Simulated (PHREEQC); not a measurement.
Spent oxide etchant: an equilibrium model

Solution (83 °C and 100 atm): 3 mmol/kgw HF, 0.055 mmol/kgw H2SiF6 and 21 mmol/kgw HBF4. Closed to the air; pH follows from the charge balance.

Equilibrium calculation in PHREEQC: ion-association model, phreeqc.dat.

```json
{
  "pH": "1.81",
  "ionic_strength": "0.0174 mol/kgw",
  "total_alkalinity": "-87.3 meq/kg"
}
```

| species | molality | activity | log γ |
|---|---|---|---|
| HF | 0.0208 | 0.0209 | 0.002 |
| H+ | 0.0174 | 0.0154 | -0.054 |
| BF4- | 0.0155 | 0.0134 | -0.064 |
| H3BO3 | 0.00405 | 0.00407 | 0.002 |
| BF3OH- | 0.000933 | 0.000806 | -0.064 |
| BF2(OH)2- | 0.000474 | 0.000410 | -0.064 |
| F- | 0.000354 | 0.000304 | -0.065 |
| HF2- | 3.02e-5 | 2.61e-5 | -0.064 |
| SiF6-2 | 2.80e-5 | 1.58e-5 | -0.247 |
| H4SiO4 | 2.70e-5 | 2.71e-5 | 0.002 |
| BF(OH)3- | 1.08e-6 | 9.35e-7 | -0.064 |

No solid was allowed to form. Complexes and solids missing from the database can't appear. Under pressure, the constants of complexes without a molar volume in the database are unreliable. Constants without temperature data keep their 25 °C values here. SiF6-2 is the database's only silicon fluoride. Real BF4- forms and hydrolyses slowly; the run takes it at equilibrium.
